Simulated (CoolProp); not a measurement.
Vapour-liquid equilibrium of dimethyl ether (1) + isobutane (2) at 454 kPa; x and y are mole fractions of (1).

Values from CoolProp's multi-fluid Helmholtz-energy mixture model, Wu 2011 and Bücker 2006; pair parameters Bell 2016.

```tsv
x	bubble temperature, mixture model (K)	bubble temperature, Raoult's law (K)	y, mixture model	y, Raoult's law
0.05	304.7	306.1	0.106	0.081
0.125	(withheld)	304.3	0.235	0.194
0.2	(withheld)	302.7	0.339	0.296
0.275	296.9	301.1	0.424	0.389
0.35	295.2	299.7	0.496	0.475
0.425	293.8	298.3	(withheld)	0.554
0.5	292.6	296.9	0.616	0.627
0.575	291.7	295.6	(withheld)	0.695
0.65	290.9	294.4	0.722	0.758
0.725	290.3	293.3	(withheld)	0.816
0.8	289.8	292.1	0.828	0.871
0.875	(withheld)	291.1	(withheld)	0.922
0.95	289.3	290.0	0.951	0.970
```

Q: Fill in the missing entries.

A: 
- 0.125, bubble temperature, mixture model (K): 301.5
- 0.2, bubble temperature, mixture model (K): 298.9
- 0.425, y, mixture model: 0.559
- 0.575, y, mixture model: 0.670
- 0.725, y, mixture model: 0.774
- 0.875, bubble temperature, mixture model (K): 289.5
- 0.875, y, mixture model: 0.886

The largest gap from Raoult's law is -4.5 K in bubble temperature, at x = 0.425. No azeotrope shows between x = 0.05 and 0.95.

The pair parameters rest on a limited set of measurements; away from them the model extrapolates.
